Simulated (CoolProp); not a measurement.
Toluene at several states: fugacity coefficient from the reference equation and from simpler models built on Tc = 591.7 K, pc = 4.126 MPa, ω = 0.266; each cubic takes its own stable root.

Model: reference Helmholtz-energy equation of state, Lemmon 2006, in CoolProp. It is a short technical equation, of lower accuracy than the large ones.

| T (K) | p (MPa) | phase | reference | van der Waals | Redlich-Kwong |
|---|---|---|---|---|---|
| 194.9 | 0.361 | liquid | 1.535e-6 | ___ | ___ |
| 559.8 | 0.0243 | gas | 0.9974 | 0.9980 | 0.9976 |
| 313 | 0.0641 | liquid | ___ | ___ | 0.3047 |
| 274.9 | 0.0134 | liquid | 0.07543 | ___ | 0.2357 |

Q: Complete the blanks.

A: 
- 194.9, van der Waals: 0.01019
- 194.9, Redlich-Kwong: 7.592e-6
- 313, reference: 0.1218
- 313, van der Waals: 0.9803
- 274.9, van der Waals: 0.9945

At some of these states van der Waals gives the other phase, because its saturation line lies elsewhere.
